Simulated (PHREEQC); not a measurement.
Make-up at 25 °C: 1.6 mmol/kgw NaH2PO4 and 0.54 mmol/kgw NaOH. Closed to the air; pH follows from the charge balance.

Model: ion-association model, phreeqc.dat, run in PHREEQC.

Precipitation was switched off in this run.

Question: Order these P species by the share of P that they hold, largest first: HPO4-2, H2PO4-, NaHPO4-.

Answer: H2PO4- (66 %), HPO4-2 (34 %), NaHPO4- (0.11 %)

The pH is 6.84 and the ionic strength 0.00268 mol/kgw. Species that the database lacks are ignored.
